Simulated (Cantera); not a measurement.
Input: 1 mol Si, 1.7 mol HCl, 7.9 mol H₂, held at 420 Torr.

These are equilibrium values from Cantera (NASA tables, ideal gas, pure condensed phases), not measurements of a reactor. Candidate condensed phases: Si; 19 gas species. Equilibrium is a limit: real reactors are often held back by kinetics, nucleation or transport. All values below are at 327 °C.

Base state: H₂ 0.947, SiCl₄ 0.0288, SiHCl₃ 0.0231, SiH₂Cl₂ 0.000926, HCl 3.25e-5 (mole fractions); condensed: Si(s).

Q: What changes in the equilibrium state with this change: Si replaced by SiCl₄?

A: 
```csv
species,before,after
H₂,0.947,0.745
HCl,3.25e-5,0.160
SiCl₄,0.0288,0.0943
SiHCl₃,0.0231,1.21e-5
SiH₂Cl₂,0.000926,<1e-9
"Si(s), mol",0.518,0
```
